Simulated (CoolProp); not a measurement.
The numbers come from the reference Helmholtz-energy equation of state, Lemmon 2005 in CoolProp. It is a short technical equation, of lower accuracy than the large ones.

For trans-2-butene, give the phase and the density (kg/m³), cp (kJ/(kg K)), cv (kJ/(kg K)), expansivity (1/kK) at 229.9 K and 0.101 MPa; 264.5 K and 0.101 MPa.


- 229.9 K and 0.101 MPa: liquid; density 674, cp 2.08, cv 1.44, expansivity 1.54
- 264.5 K and 0.101 MPa: liquid; density 637, cp 2.19, cv 1.52, expansivity 1.73
